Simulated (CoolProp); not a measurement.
Propyne along the isotherm 310.2 K: density (kg/m³) from the reference equation and from simpler models built on Tc = 402.7 K, pc = 5.658 MPa, ω = 0.204; each cubic takes its own stable root.

Model: reference Helmholtz-energy equation of state, Polt 1992, in CoolProp. This equation is an older, rougher fit; its heat capacities, sound speeds and derivatives of the liquid may be far off and weren't checked against measurements.

```
p (MPa)   phase  reference
-------  ------  ---------
0.943    liquid      591.8
1.89     liquid      593.6
2.83     liquid      595.4
3.77     liquid      597.1
4.71     liquid      598.8
5.66     liquid      600.5
6.6      liquid      602.1
7.54     liquid      603.7
8.49     liquid      605.2
```

### Question
How far does each simpler model (Soave-Redlich-Kwong, Peng-Robinson) lie from the reference over these 9 states: mean and median of the absolute difference, and the worst?

### Answer
- Soave-Redlich-Kwong: mean 9.1 %, median 9.1 %, worst -9.8 % at 310.2 K and 0.943 MPa
- Peng-Robinson: mean 2.9 %, median 2.9 %, worst +3.4 % at 310.2 K and 8.49 MPa
